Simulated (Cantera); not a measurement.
A perfectly stirred reactor is fed with 0.187 % H2, 21.2 % O2, 78.6 % N2, equivalence ratio 0.0044, at 0.0132 atm; it is held at 1150 K, and followed from long to short residence time.

Computed with Cantera and GRI-Mech 3.0 (53 species, 325 reactions). Radical loss at walls, strong at low pressure, is not modelled.

x: mole fraction; the columns are a selection and need not sum to one.

```
τ (s)       x H2   x O2      x NO     x NO2       x H    x HO2   x H2O2
------  --------  -----  --------  --------  --------  -------  -------
3.5      1.37e-5  0.211   1.12e-8  2.29e-12   1.18e-5  1.33e-7  3.22e-9
1.4      2.35e-5  0.211   8.08e-9  1.33e-12   2.41e-5  1.73e-7  3.93e-9
0.59           …  0.211         …    <1e-12         …        …        …
0.25     7.36e-5  0.211   3.84e-9    <1e-12   6.68e-5  2.62e-7  6.27e-9
0.10    0.000146  0.211   2.14e-9    <1e-12   9.57e-5  3.16e-7  8.84e-9
0.042          …  0.211         …    <1e-12  0.000118        …        …
0.017   0.000580  0.211  3.23e-10    <1e-12  0.000118  3.98e-7  1.60e-8
0.0072   0.00110  0.212  4.88e-11    <1e-12   7.33e-5  3.76e-7  1.33e-8
```

Task: Fill in the missing entries.

Result: 
- 0.59, x H2: 4.06e-5
- 0.59, x NO: 5.80e-9
- 0.59, x H: 4.25e-5
- 0.59, x HO2: 2.15e-7
- 0.59, x H2O2: 4.84e-9
- 0.042, x H2: 0.000287
- 0.042, x NO: 1.01e-9
- 0.042, x HO2: 3.66e-7
- 0.042, x H2O2: 1.25e-8
